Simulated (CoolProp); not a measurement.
Vapour pressure (kPa) of R124: the reference equation beside estimates from Tc = 122.3 °C, pc = 3624 kPa, ω = 0.288. Clausius-Clapeyron is anchored at -13.05 °C with a constant enthalpy of vaporisation of 22.70 kJ/mol.

Values from CoolProp's reference Helmholtz-energy equation of state, de Vries 1995.

| T (°C) | reference | Lee-Kesler | Clausius-Clapeyron | van der Waals | Redlich-Kwong | Soave-Redlich-Kwong | Peng-Robinson |
|---|---|---|---|---|---|---|---|
| -27.35 | 50.69 | 50.06 | 52.55 | 385.0 | 106.6 | 50.34 | 51.16 |
| -22.55 | 63.60 | 62.96 | 65.01 | 428.8 | 128.9 | 63.21 | 63.99 |
| -17.75 | 79.00 | 78.38 | 79.79 | 475.7 | 154.6 | 78.58 | 79.27 |
| -13.05 | 96.79 | 96.23 | 96.79 | 524.9 | 183.2 | 96.37 | 96.92 |
| -8.25 | 118.1 | 117.6 | 117.1 | 578.4 | 216.3 | 117.7 | 118.0 |
| -3.45 | 142.9 | 142.5 | 140.6 | 635.5 | 253.5 | 142.5 | 142.6 |
| 1.25 | 170.9 | 170.7 | 167.3 | 694.9 | 294.3 | 170.6 | 170.3 |
| 6.05 | 203.7 | 203.8 | 198.5 | 759.2 | 340.7 | 203.6 | 202.8 |
| 10.85 | 241.1 | 241.5 | 234.2 | 827.2 | 392.2 | 241.4 | 240.0 |
| 15.55 | 282.7 | 283.5 | 273.8 | 897.5 | 447.7 | 283.3 | 281.2 |
| 20.35 | 330.6 | 331.7 | 319.7 | 973.2 | 509.9 | 331.7 | 328.8 |
| 25.15 | 384.4 | 385.9 | 371.3 | 1053 | 578.1 | 386.2 | 382.3 |
| 29.85 | 443.3 | 445.1 | 427.9 | 1135 | 650.7 | 445.8 | 440.9 |
| 34.65 | 510.2 | 512.4 | 492.5 | 1223 | 731.3 | 513.7 | 507.7 |
| 39.45 | 584.5 | 586.9 | 564.4 | 1315 | 818.6 | 589.1 | 581.8 |

Absolute difference from the reference over all 15 rows, mean and median: Lee-Kesler 0.5 and 0.4 %, Clausius-Clapeyron 2.5 and 2.9 %, van der Waals 316.1 and 272.7 %, Redlich-Kwong 70.3 and 67.3 %, Soave-Redlich-Kwong 0.4 and 0.4 %, Peng-Robinson 0.4 and 0.5 %.
